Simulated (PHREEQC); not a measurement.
A solution holds 2.6 mmol/kgw NiSO4, 0.45 mmol/kgw NaF and 1.4 mmol/kgw Na2SO4, at 25 °C. Closed to the air; pH follows from the charge balance.

Model: ion-association model, wateq4f.dat, run in PHREEQC.

No solid was allowed to form.

Estimate the pH.

pH 6.48.

In which forms is F present?

F- 97 %, NiF+ 2.5 % of the F.
